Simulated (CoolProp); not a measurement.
Values from CoolProp's reference Helmholtz-energy equation of state, Akasaka 2020.

Task: For R1123, give the phase and the cp (kJ/(kg K)), cv (kJ/(kg K)), speed of sound (m/s), Joule-Thomson coefficient (K/MPa) at 72.25 °C and 2840 kPa.

Result: 
- 72.25 °C and 2840 kPa: gas; cp 1.18, cv 0.876, speed of sound 166, Joule-Thomson coefficient 10.3
